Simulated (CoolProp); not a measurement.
Properties of isobutene along the isotherm 376.2 K.

Computed with CoolProp (reference Helmholtz-energy equation of state, Lemmon 2005). It is a short technical equation, of lower accuracy than the large ones.

```json
[
 {"p (MPa)": "0.502", "phase": "gas", "speed of sound (m/s)": "232.5", "isothermal compressibility (1/MPa)": "2.137"},
 {"p (MPa)": "1", "phase": "gas", "speed of sound (m/s)": "217.0", "isothermal compressibility (1/MPa)": "1.182"},
 {"p (MPa)": "1.51", "phase": "gas", "speed of sound (m/s)": "197.3", "isothermal compressibility (1/MPa)": "0.9119"},
 {"p (MPa)": "2.01", "phase": "liquid", "speed of sound (m/s)": "436.5", "isothermal compressibility (1/MPa)": "0.01840"},
 {"p (MPa)": "2.51", "phase": "liquid", "speed of sound (m/s)": "453.7", "isothermal compressibility (1/MPa)": "0.01658"},
 {"p (MPa)": "3.01", "phase": "liquid", "speed of sound (m/s)": "469.5", "isothermal compressibility (1/MPa)": "0.01512"},
 {"p (MPa)": "3.51", "phase": "liquid", "speed of sound (m/s)": "484.3", "isothermal compressibility (1/MPa)": "0.01392"},
 {"p (MPa)": "4.02", "phase": "liquid", "speed of sound (m/s)": "498.5", "isothermal compressibility (1/MPa)": "0.01290"},
 {"p (MPa)": "4.52", "phase": "liquid", "speed of sound (m/s)": "511.7", "isothermal compressibility (1/MPa)": "0.01205"},
 {"p (MPa)": "5.02", "phase": "liquid", "speed of sound (m/s)": "524.1", "isothermal compressibility (1/MPa)": "0.01131"},
 {"p (MPa)": "5.52", "phase": "liquid", "speed of sound (m/s)": "536.1", "isothermal compressibility (1/MPa)": "0.01067"},
 {"p (MPa)": "6.02", "phase": "liquid", "speed of sound (m/s)": "547.5", "isothermal compressibility (1/MPa)": "0.01011"}
]
```
